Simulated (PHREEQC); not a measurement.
A solution holds 0.24 mol HNO3 and 0.039 mol Fe(NO3)3 per kg of water, at 50 °C. Closed to the air; pH follows from the charge balance.

Computed with PHREEQC (ion-association model, phreeqc.dat).

**Question.** The ionic strength comes out as 0.470 mol/kgw. What activity coefficients do FeOH+2, Fe+3, Fe2(OH)2+4, H+, NO3- get?

**Answer.** FeOH+2 0.21, Fe+3 0.083, Fe2(OH)2+4 0.0053, H+ 0.76, NO3- 0.61.

This is a speciation only: nothing precipitates in the calculation. The solution is supersaturated, for example in Hematite (slow to form), Goethite (slow to form), so a real one may precipitate; this is no full list. Away from 25 °C the constants follow the database's enthalpies or fits; those with neither stay at their 25 °C values.
